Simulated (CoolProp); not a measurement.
Properties of n-perfluorohexane along the isobar 6.94 MPa.

Model: reference Helmholtz-energy equation of state, Gao 2022, in CoolProp.

| T (K) | phase | cv (kJ/(kg K)) | speed of sound (m/s) | fugacity coefficient |
|---|---|---|---|---|
| 260.6 | liquid | 0.7973 | 648.1 | 0.001093 |
| 284.3 | liquid | (withheld) | 592.3 | 0.003887 |
| 308 | liquid | 0.8660 | 536.5 | 0.01072 |
| 331.6 | liquid | (withheld) | 480.9 | (withheld) |
| 355.3 | liquid | (withheld) | 425.3 | 0.04734 |
| 379 | liquid | 0.9522 | 370.5 | 0.08194 |
| 402.7 | liquid | 0.9777 | 317.7 | 0.1288 |
| 426.3 | liquid | 1.002 | 268.6 | 0.1868 |
| 450 | supercritical | 1.025 | (withheld) | 0.2543 |

Q: Fill in the missing entries.

A: 
- 284.3, cv (kJ/(kg K)): 0.8330
- 331.6, cv (kJ/(kg K)): 0.8966
- 331.6, fugacity coefficient: 0.02425
- 355.3, cv (kJ/(kg K)): 0.9253
- 450, speed of sound (m/s): 224.7
